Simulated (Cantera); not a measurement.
## Ignition delay

Mixture: 4.76 % CH₄, 0.905 % C₂H₆, 0.333 % C₃H₈, 23.5 % O₂, 70.5 % N₂, equivalence ratio 0.61, at 36.0 bar, adiabatic and at constant pressure. Ignition delay is the time to a rise of 400 K.

Model: GRI-Mech 3.0 (53 species, 325 reactions), integrated in Cantera. The pressure lies above the range GRI-Mech 3.0 was tuned for (to about 10 atm).

```json
[
 {"T0 (K)": "1223", "delay (ms)": "0.239"},
 {"T0 (K)": "1273", "delay (ms)": "0.127"},
 {"T0 (K)": "1323", "delay (ms)": "0.0703"},
 {"T0 (K)": "1373", "delay (ms)": "0.0408"},
 {"T0 (K)": "1423", "delay (ms)": "0.0247"},
 {"T0 (K)": "1473", "delay (ms)": "0.0155"},
 {"T0 (K)": "1523", "delay (ms)": "0.0101"},
 {"T0 (K)": "1573", "delay (ms)": "0.00676"},
 {"T0 (K)": "1623", "delay (ms)": "0.00467"},
 {"T0 (K)": "1673", "delay (ms)": "0.00331"}
]
```

| Quantity | Value |
|---|---|
| apparent activation energy between 1573 and 1673 K | 160 kJ/mol |
